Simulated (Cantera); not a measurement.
An isothermal plug-flow reactor at 925 K and 2.60 bar (inlet), inlet velocity 2.3 m/s, active area per volume 2100 1/m; feed CH4 : O2 : N2 = 0.003 : 0.049 : 0.79 (molar parts).

Computed with Cantera and Deutschmann's 1995 Pt surface mechanism with GRI-Mech 3.0 gas chemistry. Catalytic surfaces can have several steady states; this one follows from the mechanism file's or the stated starting coverage. Mass transfer to the wall is taken as infinitely fast.

Task: What does this change do: area per volume 2100 to 3600 1/m?

Result: 
```tsv
quantity	before	after
x(CH4) at z = 0.003 m	0.00340	0.00329
x(O2) at z = 0.003 m	0.0579	0.0576
x(H2O) at z = 0.003 m	0.000327	0.000551
x(CO2) at z = 0.003 m	0.000162	0.000274
x(CO) at z = 0.003 m	1.06e-6	1.02e-6
θ(free Pt) at the exit	0.109	0.110
θ(O*) at the exit	0.890	0.890
```

Task: What does this change do: inlet velocity 2.3 to 1.1 m/s?

Result: 
```tsv
quantity	before	after
x(CH4) at z = 0.003 m	0.00340	0.00323
x(O2) at z = 0.003 m	0.0579	0.0575
x(H2O) at z = 0.003 m	0.000327	0.000666
x(CO2) at z = 0.003 m	0.000162	0.000332
x(CO) at z = 0.003 m	1.06e-6	1.00e-6
θ(free Pt) at the exit	0.109	0.110
θ(O*) at the exit	0.890	0.890
```

Task: What does this change do: temperature 925 to 1275 K?

Result: 
```
quantity                  before     after
----------------------  --------  --------
x(CH4) at z = 0.003 m    0.00340  0.000669
x(O2) at z = 0.003 m      0.0579    0.0525
x(H2O) at z = 0.003 m   0.000327   0.00568
x(CO2) at z = 0.003 m   0.000162   0.00281
x(CO) at z = 0.003 m     1.06e-6   1.25e-6
θ(free Pt) at the exit     0.109     0.477
θ(O*) at the exit          0.890     0.522
```
